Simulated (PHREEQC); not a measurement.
Na2S is added in steps, without added water, to 1 kg of water holding 0.0044 mol CsOH and 9.6e-05 mol H3BO3, at 25 °C. No oxygen is let in. CO2 is held at log p = -3.4 (atm). Solids allowed: Nahcolite, Natron. Others were left out.

Base run: PHREEQC, ion-association model, wateq4f.dat. Each further column changes one thing. The table gives CO3-2 (mol/kgw).

| Na2S added (mol) | base | Davies equation for every ion | all activity coefficients set to 1 | Debye-Hückel limiting law | metal-ligand complexes left out |
|---|---|---|---|---|---|
| 0 | 0.000148 | 0.000149 | 0.000131 | 0.000151 | 0.000148 |
| 0.00066 | 0.000195 | 0.000196 | 0.000170 | 0.000199 | 0.000196 |
| 0.00099 | 0.000221 | 0.000222 | 0.000191 | 0.000226 | 0.000222 |
| 0.00165 | 0.000276 | 0.000277 | 0.000236 | 0.000283 | 0.000279 |
| 0.00198 | 0.000305 | 0.000307 | 0.000260 | 0.000313 | 0.000309 |
| 0.00264 | 0.000367 | 0.000369 | ___ | 0.000378 | 0.000373 |
| 0.00297 | 0.000400 | 0.000402 | ___ | 0.000413 | 0.000408 |
| 0.00363 | 0.000469 | 0.000472 | 0.000391 | 0.000485 | 0.000480 |
| 0.00396 | 0.000504 | 0.000508 | ___ | 0.000523 | 0.000518 |
| 0.00462 | 0.000579 | 0.000583 | 0.000478 | 0.000602 | 0.000597 |
| 0.00495 | 0.000617 | 0.000622 | 0.000508 | 0.000643 | 0.000638 |
| 0.00561 | 0.000697 | 0.000702 | 0.000570 | 0.000728 | 0.000725 |
| 0.00594 | 0.000738 | 0.000744 | 0.000602 | 0.000772 | 0.000769 |
| 0.0066 | 0.000822 | 0.000829 | ___ | 0.000863 | 0.000862 |

### Question
What belongs in the gaps?

### Answer

- 0.00264, all activity coefficients set to 1: 0.000310
- 0.00297, all activity coefficients set to 1: 0.000337
- 0.00396, all activity coefficients set to 1: 0.000420
- 0.0066, all activity coefficients set to 1: 0.000667

The polysulfide entries of wateq4f.dat were taken out for this run.
